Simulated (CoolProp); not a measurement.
Vapour-liquid equilibrium of hydrogen sulfide (1) + benzene (2) at 71.75 °C; x and y are mole fractions of (1).

The numbers come from the multi-fluid Helmholtz-energy mixture model, Lemmon 2006 and Thol 2012; pair parameters Bell 2016 in CoolProp.

Task: Give the bubble pressure and the first vapour's composition at x = 0.35, 0.5, 0.8. Is there an azeotrope?

Result: x = 0.35: 1.544 MPa, y = 0.954; x = 0.5: 2.258 MPa, y = 0.971; x = 0.8: 3.959 MPa, y = 0.989. No azeotrope shows between x = 0.05 and 0.95.

The pair parameters rest on a limited set of measurements; away from them the model extrapolates.
